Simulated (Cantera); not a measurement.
A Cantera script and what it prints.

```python
import numpy as np
import cantera as ct

gas_names = [...]  # 115 gases of nasa_gas.yaml made of C, Ca, H, O
cond_names = """
    C(gr) C6H6(L) C7H8(L) C8H18(L),n-octa Ca(a) Ca(b) Ca(L) CaCO3(caL) CaO(s) CaO(L) CaO2H2(s) H2O(s)
    H2O(L)
""".split()


# ... load() reads the species with a 1 bar reference pressure and builds the phases ...
atoms = {
    'CaCO3': {'Ca': 1, 'C': 1, 'O': 3},
    'H2': {'H': 2},
}
top_T = {'C(gr)': 4500}  # K; cautious upper limits of use, not melting points


# ... equilibrate(T, P, feed) seeds the gas with the atoms and calls Mixture.equilibrate('TP', solver="vcs", rtol=1e-11, max_steps=5000) ...
results = []
T = 2200  # K
P = 14000  # Pa
for m in [0.25, 0.37, 0.56, 0.85, 1.3, 2, 3, 4.5]:
    feed = {'CaCO3': 1, 'H2': m}  # mol
    mix = equilibrate(T, P, feed)
    results.append((T, P, feed, dict(zip(mix.species_names, mix.species_moles))))
    x = sorted(zip(gas.X, gas.species_names), reverse=True)
    print(f"T = {T:g} K  P = {P:g} Pa  n(H2) = {m:g} mol  gas = {mix.phase_moles(0):.4g} mol")
    print("   x: " + "  ".join(f"{s} {v:.3e}" for v, s in x if v > 1e-05))
    print("   condensed (mol): " + ("  ".join(f"{mix.phase(i).name} {mix.phase_moles(i):.4g}"
          for i in range(1, mix.n_phases) if mix.phase_moles(i) > 1e-12) or "none"))
```

Output:

```
T = 2200 K  P = 14000 Pa  n(H2) = 0.25 mol  gas = 1.257 mol
   x: CO2 6.016e-01  CO 1.940e-01  H2O 1.849e-01  H2 1.129e-02  OH 3.656e-03  O2 2.494e-03  H 1.599e-03  O 3.610e-04  CaO2H2 7.723e-05  CaOH 1.106e-05
   condensed (mol): CaO(s) 0.9999
T = 2200 K  P = 14000 Pa  n(H2) = 0.37 mol  gas = 1.376 mol
   x: CO2 4.791e-01  CO 2.479e-01  H2O 2.423e-01  H2 2.374e-02  OH 3.304e-03  H 2.319e-03  O2 9.686e-04  O 2.249e-04  CaO2H2 1.012e-04  CaOH 1.603e-05
   condensed (mol): CaO(s) 0.9998
T = 2200 K  P = 14000 Pa  n(H2) = 0.56 mol  gas = 1.566 mol
   x: CO2 3.331e-01  CO 3.056e-01  H2O 3.020e-01  H2 5.246e-02  H 3.448e-03  OH 2.770e-03  O2 3.081e-04  O 1.269e-04  CaO2H2 1.261e-04  CaOH 2.383e-05
   condensed (mol): CaO(s) 0.9998
T = 2200 K  P = 14000 Pa  n(H2) = 0.85 mol  gas = 1.857 mol
   x: CO 3.432e-01  H2O 3.407e-01  CO2 1.953e-01  H2 1.133e-01  H 5.067e-03  OH 2.126e-03  CaO2H2 1.423e-04  O2 8.403e-05  O 6.625e-05  CaOH 3.503e-05
   condensed (mol): CaO(s) 0.9997
T = 2200 K  P = 14000 Pa  n(H2) = 1.3 mol  gas = 2.31 mol
   x: CO 3.370e-01  H2O 3.353e-01  H2 2.230e-01  CO2 9.591e-02  H 7.108e-03  OH 1.491e-03  CaO2H2 1.400e-04  CaOH 4.914e-05  O 3.313e-05  O2 2.101e-05
   condensed (mol): CaO(s) 0.9995
T = 2200 K  P = 14000 Pa  n(H2) = 2 mol  gas = 3.016 mol
   x: H2 3.701e-01  CO 2.890e-01  H2O 2.879e-01  CO2 4.257e-02  H 9.157e-03  OH 9.941e-04  CaO2H2 1.203e-04  CaOH 6.331e-05  Ca 1.891e-05  O 1.714e-05
   condensed (mol): CaO(s) 0.9994
T = 2200 K  P = 14000 Pa  n(H2) = 3 mol  gas = 4.023 mol
   x: H2 5.114e-01  CO 2.292e-01  H2O 2.284e-01  CO2 1.938e-02  H 1.076e-02  OH 6.709e-04  CaO2H2 9.541e-05  CaOH 7.442e-05  Ca 3.293e-05
   condensed (mol): CaO(s) 0.9992
T = 2200 K  P = 14000 Pa  n(H2) = 4.5 mol  gas = 5.535 mol
   x: H2 6.353e-01  CO 1.719e-01  H2O 1.714e-01  H 1.200e-02  CO2 8.781e-03  OH 4.517e-04  CaOH 8.294e-05  CaO2H2 7.160e-05  Ca 5.451e-05
   condensed (mol): CaO(s) 0.9988
```

Cantera equilibrium calculation (NASA polynomials, part measured and part estimated; ideal gas, pure solids and liquids).
